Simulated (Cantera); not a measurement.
Feed: 1 mol B2H6, 0.37 mol N2, 0.44 mol H2, 12 mol H2O, at 1100 K and 638 Torr.

Method: chemical equilibrium by Gibbs-energy minimisation in Cantera with the NASA 1993 tables (ideal gas, pure condensed phases). Candidate condensed phases: B, BN, B2O3, B3O3H3, H2O; 39 gas species. The feed counts by its element totals alone. Gases not in the tables: H3BO3. The numbers say what is thermodynamically allowed, not how fast it happens.

Base state: H2O 0.561, H2 0.409, N2 0.0235, (HBO2)3 0.00676, HBO2 0.000142, NH3 1.08e-5 (mole fractions); condensed: B2O3(l).

Task: What changes in the equilibrium state with this change: H2O from 12 to 0.083 mol?

Result: 
```
species         before    after
------------  --------  -------
H2               0.409    0.994
B3O3H3           <1e-9  0.00601
H2O              0.561  1.25e-7
N2              0.0235    <1e-9
(HBO2)3        0.00676    <1e-9
NH3            1.08e-5    <1e-9
HBO2          0.000142  6.70e-8
B2O3(l), mol     0.839  0.00655
B(s), mol            0     1.18
BN(s), mol           0    0.740
```
N2 is the only nitrogen source here; it is nearly inert below about 1500 K, so the nitride shown seldom forms there in practice. Mutual solubility and eutectic melting of coexisting phases are not modelled.

Task: What changes in the equilibrium state with this change: N2 from 0.37 to 21 mol?

Result: 
| species | before | after |
|---|---|---|
| N2 | 0.0235 | 0.577 |
| H2O | 0.561 | 0.244 |
| H2 | 0.409 | 0.177 |
| (HBO2)3 | 0.00676 | 0.00194 |
| HBO2 | 0.000142 | 9.35e-5 |
| NH3 | 1.08e-5 | 1.53e-5 |
| B2O3(l), mol | 0.839 | 0.892 |
